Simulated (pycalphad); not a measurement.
Computed with pycalphad from the COST 507 light-alloy database (1999), at 1 atm. The database dates from 1999; later assessments differ in places, in temperatures and in the compounds included. Kinetics are ignored, which matters at the lower temperatures.

Problem. How does the equilibrium phase assembly of Ti-8.045Hf-0.1517B (wt.%) change on cooling from 2577 °C to 252 °C?

Solution. 
```
T (°C)    phases above    phases below
------  --------------  --------------
1647.8          liquid    bcc + liquid
1541.2    bcc + liquid        bcc + BM
866.6         bcc + BM  bcc + BM + hcp
861.7   bcc + BM + hcp        BM + hcp
```
Changes were sought between steps of 75 K, so a narrower field can be missed.

Database names, with the compositions (at.%) that they take in these runs: BM: Ti 50 B 50.
